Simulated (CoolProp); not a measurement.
R1234ze(E) along the isobar 2150 kPa: Z from the reference equation and from simpler models built on Tc = 109.4 °C, pc = 3635 kPa, ω = 0.313; each cubic takes its own stable root.

Values from CoolProp's reference Helmholtz-energy equation of state, Thol 2016.

```csv
T (°C),phase,reference,van der Waals,Redlich-Kwong,Soave-Redlich-Kwong
-98.65,liquid,0.1127,0.1919,0.1294,0.1266
-88.75,liquid,0.1084,0.1839,0.1243,0.1213
-78.85,liquid,0.1046,0.1769,0.1197,0.1166
-68.95,liquid,0.1012,0.1707,0.1158,0.1124
-58.95,liquid,0.09821,0.1652,0.1123,0.1088
-49.05,liquid,0.09557,?,0.1093,0.1056
-39.15,liquid,0.09322,0.1561,0.1068,0.1029
-29.25,liquid,0.09116,0.1524,0.1046,0.1005
-19.35,liquid,0.08937,0.1492,0.1028,0.09853
-9.45,liquid,0.08783,0.1465,0.1014,0.09691
0.55,liquid,0.08652,?,0.1003,0.09564
10.45,liquid,?,0.1426,0.09963,0.09475
20.35,liquid,0.08470,0.1414,0.09937,0.09427
30.25,liquid,0.08420,0.1409,0.09957,0.09423
```

### Question
Complete the blanks.

### Answer

- -49.05, van der Waals: 0.1604
- 0.55, van der Waals: 0.1443
- 10.45, reference: 0.08548
